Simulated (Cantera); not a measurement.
A diamond (100) surface in a fixed gas of H2 with x(CH4) = 0.013, x(H) = 0.0045, at 1350 K, 0.0390 bar; coverages are run to steady state.

Cantera simulation using the Harris–Goodwin 1993 mechanism for the reconstructed diamond (100) surface; the numbers are that mechanism's predictions, not measurements.

θ: site fractions in the mechanism's names (c6HH fully hydrogenated, c6H* and c6*H radical sites, c6** diradical, c6HM methylated).

```json
[
 {"x(CH3)": "1e-06", "growth (µm/h)": "0.00702", "θ c6HH": "0.364", "θ c6H*": "0.0541", "θ c6*H": "0.533", "θ c6**": "0.0491", "θ c6HM": "[?]"},
 {"x(CH3)": "2.1e-06", "growth (µm/h)": "0.0147", "θ c6HH": "0.364", "θ c6H*": "0.0541", "θ c6*H": "0.533", "θ c6**": "0.0491", "θ c6HM": "[?]"},
 {"x(CH3)": "4.5e-06", "growth (µm/h)": "0.0316", "θ c6HH": "0.364", "θ c6H*": "0.0541", "θ c6*H": "0.533", "θ c6**": "0.0491", "θ c6HM": "[?]"},
 {"x(CH3)": "9.6e-06", "growth (µm/h)": "0.0674", "θ c6HH": "0.364", "θ c6H*": "0.0541", "θ c6*H": "0.533", "θ c6**": "0.0491", "θ c6HM": "[?]"},
 {"x(CH3)": "2e-05", "growth (µm/h)": "0.140", "θ c6HH": "0.364", "θ c6H*": "0.0540", "θ c6*H": "0.533", "θ c6**": "0.0491", "θ c6HM": "[?]"},
 {"x(CH3)": "4.3e-05", "growth (µm/h)": "0.301", "θ c6HH": "0.364", "θ c6H*": "0.0540", "θ c6*H": "0.533", "θ c6**": "0.0490", "θ c6HM": "[?]"},
 {"x(CH3)": "9.2e-05", "growth (µm/h)": "0.644", "θ c6HH": "0.364", "θ c6H*": "0.0540", "θ c6*H": "0.533", "θ c6**": "0.0489", "θ c6HM": "[?]"},
 {"x(CH3)": "0.0002", "growth (µm/h)": "1.39", "θ c6HH": "0.364", "θ c6H*": "0.0540", "θ c6*H": "0.532", "θ c6**": "0.0487", "θ c6HM": "[?]"},
 {"x(CH3)": "0.00041", "growth (µm/h)": "2.83", "θ c6HH": "0.364", "θ c6H*": "0.0540", "θ c6*H": "0.532", "θ c6**": "0.0482", "θ c6HM": "[?]"}
]
```

**Question.** Fill in the missing entries.

**Answer.** 
- 1e-06, θ c6HM: 6.95e-7
- 2.1e-06, θ c6HM: 1.46e-6
- 4.5e-06, θ c6HM: 3.13e-6
- 9.6e-06, θ c6HM: 6.67e-6
- 2e-05, θ c6HM: 1.39e-5
- 4.3e-05, θ c6HM: 2.99e-5
- 9.2e-05, θ c6HM: 6.38e-5
- 0.0002, θ c6HM: 0.000138
- 0.00041, θ c6HM: 0.000283
